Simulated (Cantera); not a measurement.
Feed: 1 mol (CH₃)₂SiCl₂, 0.12 mol C₂H₄, 9.9 mol H₂, at 2077 °C and 13000 Pa.

Method: chemical equilibrium by Gibbs-energy minimisation in Cantera with the NASA 1993 tables (ideal gas, pure condensed phases). Candidate condensed phases: C, C₆H₆, C₇H₈, C₈H₁₈, Si, SiC; 109 gas species. The feed counts by its element totals alone. The tables' values for SiCl, SiCl₃ are old estimates; treat these amounts as uncertain. Gases not in the tables: Si₂H₆ and higher silanes. Kinetics and transport are ignored.

Q: What is the equilibrium state?

A: 
```
Quantity                              Value
--------------------------------  ---------
x(H₂)                                 0.828
x(HCl)                                0.124
x(H)                                 0.0315
x(SiCl₂)                            0.00514
x(C₂H₂ (acetylene))                 0.00457
x(Cl)                               0.00338
x(Si)                               0.00182
x(SiCl)                            0.000632
x(SiC₂)                            0.000297
n(C(graphite))                     1.22 mol
n(SiC(s))                         0.877 mol
gas amount                        14.43 mol
log10 activity of Si(l) (absent)      -0.78
```
